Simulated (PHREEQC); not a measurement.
Model water analysis in mg/kgw, 25 °C, pH 3.09, pe 9.8: Na 431; K 313; Ca 594; Mg 8.76; Cl 307; S(6) as SO4 2300; Mn(2) 0.382.

Na is adjusted to close the charge balance.
Valence states are taken as typed.

All values are PHREEQC results (ion-association model, phreeqc.dat), not measurements.

```
Item                           Value
--------------------  --------------
ionic strength        0.0711 mol/kgw
specific conductance      4900 µS/cm
density                  1.001 g/cm³
total alkalinity        -1.70 meq/kg
```

```csv
species,molality,activity,log γ
SO4-2,0.0170,0.00707,-0.381
Na+,0.0159,0.0128,-0.094
Ca+2,0.00966,0.00415,-0.367
Cl-,0.00866,0.00685,-0.102
K+,0.00764,0.00602,-0.103
CaSO4,0.00513,0.00522,0.007
H+,0.000968,0.000813,-0.076
HSO4-,0.000697,0.000558,-0.097
NaSO4-,0.000561,0.000453,-0.092
KSO4-,0.000370,0.000299,-0.092
Mg+2,0.000209,9.28e-5,-0.353
MgSO4,0.000151,0.000154,0.007
```

No solid was allowed to form.
